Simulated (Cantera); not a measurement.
Charge: 1 mol Cu, 29 mol H2O, 280 mol H2, at 100000 Pa.

Method: chemical equilibrium by Gibbs-energy minimisation in Cantera with the NASA 1993 tables (ideal gas, pure condensed phases). Candidate condensed phases: Cu, CuO, Cu(OH)2, Cu2O, H2O; 12 gas species. Kinetics and transport are ignored.

What share of the Cu ends up in condensed phases as a function of T (K), at 1050, 1150, 1250, 1350, 1450, 1550, 1650, 1750, 1850, 1950?


```json
[
 {"T (K)": "1050", "Cu condensed (%)": "100.0", "as": "Cu(s)"},
 {"T (K)": "1150", "Cu condensed (%)": "100.0", "as": "Cu(s)"},
 {"T (K)": "1250", "Cu condensed (%)": "100.0", "as": "Cu(s)"},
 {"T (K)": "1350", "Cu condensed (%)": "100.0", "as": "Cu(s)"},
 {"T (K)": "1450", "Cu condensed (%)": "99.9", "as": "Cu(l)"},
 {"T (K)": "1550", "Cu condensed (%)": "99.4", "as": "Cu(l)"},
 {"T (K)": "1650", "Cu condensed (%)": "97.5", "as": "Cu(l)"},
 {"T (K)": "1750", "Cu condensed (%)": "90.7", "as": "Cu(l)"},
 {"T (K)": "1850", "Cu condensed (%)": "70.5", "as": "Cu(l)"},
 {"T (K)": "1950", "Cu condensed (%)": "16.6", "as": "Cu(l)"}
]
```
